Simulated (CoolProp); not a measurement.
The fluid at 106.51 K and 16.3 MPa flows at 20 m/s in a round tube of 12.7 mm bore and 1.5 µm roughness, fully developed (64/Re and Nu = 3.66 if laminar; Colebrook and Gnielinski if turbulent). The same conditions are run with several fluids, on thermodynamics alone (safety and materials aside).

The numbers come from the reference Helmholtz-energy equation of state of each fluid (propane: Lemmon 2009; methane: Setzmann 1991; propylene: Lemmon 2013; nitrogen: Span 2000; dry air: Lemmon 2000) in CoolProp. Blends and air are pseudo-pure fits.

```csv
fluid,Reynolds number,Darcy friction factor,pressure drop (Pa/m),heat-transfer coefficient (W/(m² K)),mass flow (kg/h)
propane,57900,0.0207,234000,10800,6540
methane,717000,0.0141,98100,35600,4030
propylene,54900,0.0209,248000,10400,6870
nitrogen,2060000,0.0131,150000,39700,6640
dry air,2010000,0.0131,165000,40900,7290
```

Transport values come from each fluid's own correlations; those of propylene are estimates that may be off by 10 % or more.
